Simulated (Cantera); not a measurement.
A closed system holds: 1 mol SiCl4, 0.36 mol HCl, 34 mol N2, at 488 Torr.

Cantera equilibrium calculation (NASA polynomials, part measured and part estimated; ideal gas, pure solids and liquids). Candidate condensed phases: NH4Cl, Si, Si3N4; 28 gas species. The tables' values for SiCl3 are old estimates; treat these amounts as uncertain. Rates play no part.

log p: log10 of the partial pressure in bar; nothing condenses.

```tsv
T (K)	log p N2	log p SiCl4	log p HCl	log p Cl	log p SiCl3	log p SiCl2
1173	-0.20	-1.74	-2.18	-5.69	-5.61	-8.48
1223	-0.20	-1.74	-2.18	?	-5.25	?
1273	-0.20	-1.74	-2.18	-4.99	-4.93	-7.30
1323	-0.20	-1.74	-2.18	-4.68	-4.63	-6.78
1373	-0.20	-1.74	-2.18	-4.40	-4.35	-6.30
1423	-0.20	-1.74	-2.18	-4.13	-4.09	-5.85
1473	-0.20	-1.74	-2.18	?	-3.86	?
1523	-0.20	-1.74	-2.18	-3.64	-3.64	-5.06
1573	-0.20	-1.75	-2.18	-3.42	-3.43	-4.70
1623	-0.20	-1.75	-2.18	-3.22	-3.25	-4.37
1673	-0.20	-1.76	-2.18	-3.02	-3.07	-4.07
1723	-0.21	-1.77	-2.18	-2.84	-2.91	-3.78
```

Fill in the missing entries.


- 1473, log p Cl: -3.88
- 1473, log p SiCl2: -5.44
- 1223, log p Cl: -5.33
- 1223, log p SiCl2: -7.86
